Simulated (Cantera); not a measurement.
Gas mixture: C₂H₂ = 0.8 (molar parts), at 5.10 Torr, frozen composition.

Cantera's kinetic-theory transport with the Lennard-Jones parameters of GRI-Mech 3.0, ideal gas; thermal conductivity in the mixture-averaged form.

D: mixture-averaged diffusion coefficient of that species in the mixture.

```tsv
T (K)	ρ (kg/m³)	cp (J/kg/K)	μ (µPa s)	λ (mW/m/K)	Pr	D (cm²/s) H₂O	D (cm²/s) N₂	D (cm²/s) CO₂
400	0.00532	1931	13.6	35.7	0.734	45.0	41.8	31.6
500	0.00426	2101	16.4	46.6	0.737	69.4	62.0	47.7
600	0.00355	2232	18.9	57.2	0.737	98.0	85.0	66.2
700	0.00304	2340	…	…	0.735	…	…	…
800	0.00266	2436	23.4	77.7	0.734	167	139	110
900	0.00237	2526	25.5	87.7	0.734	206	170	135
1000	0.00213	2608	27.4	…	0.734	…	…	…
```

Problem. Some entries are withheld; supply them.

Solution. 
- 700, μ (µPa s): 21.2
- 700, λ (mW/m/K): 67.5
- 700, D (cm²/s) H₂O: 131
- 700, D (cm²/s) N₂: 111
- 700, D (cm²/s) CO₂: 87.1
- 1000, λ (mW/m/K): 97.4
- 1000, D (cm²/s) H₂O: 249
- 1000, D (cm²/s) N₂: 203
- 1000, D (cm²/s) CO₂: 162
